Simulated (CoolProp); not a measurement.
Vapour-liquid equilibrium of propylene (1) + R142b (2) at -26.95 °C; x and y are mole fractions of (1).

The numbers come from the multi-fluid Helmholtz-energy mixture model, Lemmon 2013 and Lemmon 2006; pair parameters Bell 2016 in CoolProp.

```csv
x,bubble pressure (kPa),y at the bubble point,dew pressure at overall composition x (kPa),liquid density (mol/L)
0.05,…,0.239,48.33,12.33
0.125,75.77,0.458,51.79,12.44
0.2,93.06,0.592,55.78,12.55
0.275,109.7,0.682,60.43,12.66
0.35,125.4,0.746,65.92,12.77
0.425,140.2,0.795,72.50,12.89
0.5,154.2,0.833,80.51,13.00
0.575,167.4,0.865,90.47,13.12
0.65,180.0,0.892,103.1,…
0.725,192.2,0.917,119.7,13.36
0.8,204.3,0.939,141.9,13.49
0.875,216.5,0.962,171.9,13.63
0.95,…,0.984,210.0,13.77
```

**Question.** Fill in the missing entries.

**Answer.** 
- 0.05, bubble pressure (kPa): 58.08
- 0.65, liquid density (mol/L): 13.24
- 0.95, bubble pressure (kPa): 229.0

No azeotrope shows between x = 0.05 and 0.95.

Pair parameters are fitted to limited data, so mixtures are less certain than the pure fluids.
